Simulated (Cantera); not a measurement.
A Cantera script and its output.

```python
import numpy as np
import cantera as ct

gas = ct.Solution("h2o2.yaml")
gas.TPX = 850, 13332, {'H2': 0.52, 'O2': 1, 'N2': 3}
inlet = ct.Reservoir(gas, clone=True)

reactor = ct.IdealGasConstPressureReactor(gas, energy="off", clone=False)
exhaust = ct.Reservoir(gas, clone=True)
tau = [0.69, 0.29, 0.12, 0.051, 0.022, 0.0092, 0.0039][0]
for a, b in ((inlet, reactor), (reactor, exhaust)):
    ct.MassFlowController(a, b, mdot=lambda t: reactor.mass / tau)
net = ct.ReactorNet([reactor])
show = ['H2', 'O2', 'H2O', 'H', 'O']

rows = []
print(f"{'tau/s':>10s}{'T/K':>9s}" + "".join(f"{s:>11s}" for s in show))
for tau in [0.69, 0.29, 0.12, 0.051, 0.022, 0.0092, 0.0039]:
    net.initial_time = 0.0
    net.advance(30 * tau)
    before = gas.X
    net.advance(40 * tau)
    drift = np.max(np.abs(gas.X - before) / (gas.X + 1e-9))
    rows.append([gas.T, *gas[show].X, drift])
    print(f"{tau:10.3e}{gas.T:9.1f}" + "".join(f"{x:11.3e}" for x in gas[show].X))
```

Result:

```
     tau/s      T/K         H2         O2        H2O          H          O
 6.900e-01    850.0  1.635e-02  1.804e-01  1.047e-01  9.653e-06  1.035e-05
 2.900e-01    850.0  1.786e-02  1.810e-01  1.031e-01  2.270e-05  2.212e-05
 1.200e-01    850.0  2.085e-02  1.823e-01  9.987e-02  5.357e-05  4.457e-05
 5.100e-02    850.0  2.547e-02  1.842e-01  9.492e-02  1.213e-04  8.237e-05
 2.200e-02    850.0  3.204e-02  1.868e-01  8.784e-02  2.652e-04  1.425e-04
 9.200e-03    850.0  4.138e-02  1.907e-01  7.772e-02  5.763e-04  2.388e-04
 3.900e-03    850.0  5.348e-02  1.956e-01  6.448e-02  1.168e-03  3.752e-04
```

Computed with Cantera and the H2/O2 subset of GRI-Mech 3.0, which has no nitrogen chemistry. Radical loss at walls, strong at low pressure, is not modelled. Below about 950 K walls govern HO2 and H2O2 in real vessels. The temperature is held fixed by assumption; the heat of reaction is taken as removed at once.
